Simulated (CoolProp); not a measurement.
Vapour-liquid equilibrium of carbon dioxide (1) + R22 (2) at 245.4 K; x and y are mole fractions of (1).

The numbers come from the multi-fluid Helmholtz-energy mixture model, Span 1996 and Kamei 1995; pair parameters Bell 2016 in CoolProp.

Give the bubble pressure and the first vapour's composition at x = 0.05, 0.5, 0.65. Is there an azeotrope?

x = 0.05: 0.2293 MPa, y = 0.243; x = 0.5: 0.7947 MPa, y = 0.873; x = 0.65: 1.009 MPa, y = 0.927. No azeotrope shows between x = 0.05 and 0.95.

The pair parameters rest on a limited set of measurements; away from them the model extrapolates.
